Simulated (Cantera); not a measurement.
Charge: 1 mol CH₃SiCl₃, 2.5 mol H₂, equilibrated at 2500 K and 285 Torr.

Cantera equilibrium calculation (NASA polynomials, part measured and part estimated; ideal gas, pure solids and liquids). Candidate condensed phases: C, C₆H₆, C₇H₈, C₈H₁₈, Si, SiC; 109 gas species. The feed counts by its element totals alone. The tables' values for SiCl, SiCl₃ are old estimates; treat these amounts as uncertain. Gases not in the tables: Si₂H₆ and higher silanes. Kinetics and transport are ignored.

Base state: H₂ 0.514, HCl 0.345, SiCl₂ 0.0818, H 0.0293, Cl 0.0139, C₂H₂ (acetylene) 0.00556, SiCl 0.00382, Si 0.00299 (mole fractions); condensed: C(graphite) + SiC(s).

Problem. What changes in the equilibrium state with this change: pressure from 285 Torr to 20.3 Torr?

Solution. 
| species | before | after |
|---|---|---|
| H₂ | 0.514 | 0.430 |
| HCl | 0.345 | 0.280 |
| H | 0.0293 | 0.100 |
| Si | 0.00299 | 0.0421 |
| SiC₂ | 0.000776 | 0.0109 |
| SiCl | 0.00382 | 0.0127 |
| Cl | 0.0139 | 0.0462 |
| SiCl₂ | 0.0818 | 0.0646 |
| SiCl₄ | 1.47e-5 | 6.51e-7 |
| SiHCl₃ | 1.88e-5 | 8.59e-7 |
| C(graphite), mol | 0.445 | 0.684 |
| SiC(s), mol | 0.479 | 0.0760 |
